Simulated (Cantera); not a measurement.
A closed system holds: 1 mol SiH₂Cl₂, 0.13 mol NH₃, 0.3 mol H₂, equilibrated at 1950 K and 9.30 Pa.

Equilibrium computed with Cantera from the NASA thermochemical tables; the gas is ideal and each condensed phase is pure. Candidate condensed phases: NH₄Cl, Si, Si₃N₄; 28 gas species. The tables' values for SiCl, SiCl₃, SiN are old estimates; treat these amounts as uncertain. Gases not in the tables: Si₂H₆ and higher silanes. Equilibrium is a limit: real reactors are often held back by kinetics, nucleation or transport.

Base state: H₂ 0.332, HCl 0.225, SiCl₂ 0.181, Si 0.120, H 0.0684, Cl 0.0348, N₂ 0.0208, SiCl 0.0172 (mole fractions); condensed: gas only.

Task: What changes in the equilibrium state with this change: temperature from 1950 K to 1350 K?

Result: 
```tsv
species	before	after
H₂	0.332	0.481
SiCl₂	0.181	0.275
HCl	0.225	0.217
Si	0.120	2.14e-6
SiCl	0.0172	1.95e-5
Cl	0.0348	6.44e-5
H	0.0684	0.000171
N₂	0.0208	0.0190
Si₂	0.000512	<1e-9
Si₃	5.26e-5	<1e-9
SiN	4.89e-5	7.46e-9
SiH	0.000508	9.15e-8
Si(s), mol	0	0.259
Si₃N₄(s), mol	0	0.00840
```
Mutual solubility and eutectic melting of coexisting phases are not modelled. The tables' values for SiCl₃, SiCl are old estimates; treat these amounts as uncertain.

Task: What changes in the equilibrium state with this change: temperature from 1950 K to 1773 K?

Result: 
```
species       before     after
----------  --------  --------
H₂             0.332     0.453
SiCl₂          0.181     0.270
HCl            0.225     0.195
Si             0.120    0.0229
Cl            0.0348   0.00658
H             0.0684    0.0199
SiCl          0.0172   0.00653
N₂            0.0208    0.0244
Si₂         0.000512  0.000127
SiN          4.89e-5   1.66e-5
Si(l), mol         0     0.198
```

Task: What changes in the equilibrium state with this change: temperature from 1950 K to 1675 K?

Result: 
```tsv
species	before	after
H₂	0.332	0.476
SiCl₂	0.181	0.286
HCl	0.225	0.194
Si	0.120	0.00467
Cl	0.0348	0.00264
H	0.0684	0.00831
SiCl	0.0172	0.00243
N₂	0.0208	0.0251
Si₂	0.000512	1.82e-5
Si₃	5.26e-5	4.50e-6
Si(s), mol	0	0.240
```
The tables' values for SiCl, SiCl₃ are old estimates; treat these amounts as uncertain.
